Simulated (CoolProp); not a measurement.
Saturation properties of R1336mzz(E) (Tc = 403.5 K, pc = 2779 kPa, ω = 0.413).

Computed with CoolProp (reference Helmholtz-energy equation of state, Akasaka 2023).

```json
[
 {"T (K)": "214.4", "p (kPa)": "2.257", "vapour density (kg/m³)": "0.2083", "liquid cp (kJ/(kg K))": "1.178"},
 {"T (K)": "233", "p (kPa)": "8.630", "vapour density (kg/m³)": "0.7365", "liquid cp (kJ/(kg K))": "1.186"},
 {"T (K)": "251.6", "p (kPa)": "25.78", "vapour density (kg/m³)": "2.059", "liquid cp (kJ/(kg K))": "1.197"},
 {"T (K)": "270.1", "p (kPa)": "63.65", "vapour density (kg/m³)": "4.818", "liquid cp (kJ/(kg K))": "1.212"},
 {"T (K)": "288.7", "p (kPa)": "137.0", "vapour density (kg/m³)": "9.967", "liquid cp (kJ/(kg K))": "1.231"},
 {"T (K)": "307.3", "p (kPa)": "263.8", "vapour density (kg/m³)": "18.77", "liquid cp (kJ/(kg K))": "1.257"},
 {"T (K)": "325.9", "p (kPa)": "465.8", "vapour density (kg/m³)": "33.03", "liquid cp (kJ/(kg K))": "1.294"},
 {"T (K)": "344.5", "p (kPa)": "768.0", "vapour density (kg/m³)": "55.61", "liquid cp (kJ/(kg K))": "1.351"},
 {"T (K)": "363", "p (kPa)": "1196", "vapour density (kg/m³)": "91.50", "liquid cp (kJ/(kg K))": "1.449"}
]
```

It boils at 281.0 K under 1 atm.
